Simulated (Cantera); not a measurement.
Feed: 1 mol FeS2, 0.094 mol SO2, 1.1 mol N2, 0.058 mol H2S, held at 2.90 bar.

Equilibrium computed with Cantera from the NASA thermochemical tables; the gas is ideal and each condensed phase is pure. Candidate condensed phases: Fe, FeO, Fe(OH)2, Fe(OH)3, FeS, FeSO4, FeS2, Fe2O3, Fe2(SO4)3, Fe3O4, H2O, H2SO4, S; 38 gas species. Gases not in the tables: S3 to S7. Equilibrium is a limit: real reactors are often held back by kinetics, nucleation or transport.

Question: At 502 °C, list the 4 most abundant gas species with their mole fractions, and the condensed phases.

Answer: N2 0.878, SO2 0.0558, H2O 0.0375, S2 0.0166. Condensed: FeS2(s).
